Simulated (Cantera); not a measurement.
Adiabatic ignition

An adiabatic, constant-pressure homogeneous reactor starts with 7.87 % CH4, 3.54 % CO, 8.34 % O2, 80.3 % N2, equivalence ratio 2.1, at 1375 K and 4130 Torr.

Cantera simulation using GRI-Mech 3.0 (53 species, 325 reactions); the numbers are that mechanism's predictions, not measurements.

```csv
t (s),T (K),x CH4,x CO,x O2,x NO2,x OH,x HO2
2.00e-6,1375,0.0787,0.0354,0.0834,<1e-12,1.13e-9,5.60e-8
7.02e-6,1375,0.0787,0.0354,0.0834,<1e-12,1.92e-9,1.70e-7
2.46e-5,1375,0.0787,0.0354,0.0834,<1e-12,4.27e-9,3.80e-7
8.65e-5,1375,0.0787,0.0354,0.0834,<1e-12,9.92e-9,4.83e-7
0.000304,1375,0.0786,0.0354,0.0834,<1e-12,1.99e-8,6.62e-7
0.00107,1377,0.0782,0.0354,0.0831,<1e-12,3.58e-8,1.56e-6
0.00374,1402,0.0739,0.0359,0.0801,1.02e-12,2.03e-7,7.62e-6
0.0131,2006,0.000873,0.0852,1.27e-8,5.64e-12,1.87e-5,1.53e-11
0.0461,1998,1.64e-5,0.0900,9.85e-9,1.07e-11,1.58e-5,1.11e-11
0.162,1998,1.01e-9,0.0901,9.97e-9,7.23e-12,1.59e-5,1.12e-11
0.568,1998,9.57e-10,0.0901,9.98e-9,3.13e-12,1.59e-5,1.12e-11
1.99,1998,9.49e-10,0.0901,9.98e-9,1.57e-12,1.59e-5,1.13e-11
7.00,1998,9.49e-10,0.0901,9.98e-9,1.43e-12,1.59e-5,1.13e-11
```
x: mole fraction; the columns are a selection and need not sum to one.

```yaml
time_of_steepest_temperature_rise: 5.67 ms
temperature at 7.00 s: 1998 K
equilibrium_temperature: 1998 K
x(CH4) at 7.00 s: 9.49e-10 (gas-phase equilibrium 1.07e-9)
x(CO) at 7.00 s: 0.0901 (gas-phase equilibrium 0.0901)
x(O2) at 7.00 s: 9.98e-9 (gas-phase equilibrium 9.98e-9)
```
